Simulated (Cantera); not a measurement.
**Transport properties of process gases**

Gas mixture: 66.7 % N₂, 33.3 % O₂, at 0.00661 atm, frozen composition.

Cantera's kinetic-theory transport with the Lennard-Jones parameters of GRI-Mech 3.0, ideal gas; thermal conductivity in the multicomponent form.

| T (K) | ρ (kg/m³) | cp (J/kg/K) | μ (µPa s) | λ (mW/m/K) | Pr | D (cm²/s) H₂O | D (cm²/s) H | D (cm²/s) CO₂ |
|---|---|---|---|---|---|---|---|---|
| 400 | 0.00591 | 1008 | 23.4 | 33.2 | 0.711 | 60.1 | 312 | 40.2 |
| 650 | 0.00364 | 1060 | 32.8 | 49.1 | 0.708 | 148 | 720 | 94.3 |
| 900 | 0.00263 | 1120 | 40.7 | 64.5 | 0.708 | 264 | 1250 | 164 |
| 1150 | 0.00206 | 1164 | 47.8 | 78.6 | 0.708 | 403 | 1880 | 249 |
| 1400 | 0.00169 | 1196 | 54.3 | 91.8 | 0.707 | 565 | 2610 | 346 |
| 1650 | 0.00143 | 1221 | 60.4 | 104 | 0.707 | 746 | 3430 | 455 |
| 1900 | 0.00124 | 1240 | 66.2 | 116 | 0.707 | 947 | 4340 | 575 |
D: mixture-averaged diffusion coefficient of that species in the mixture.
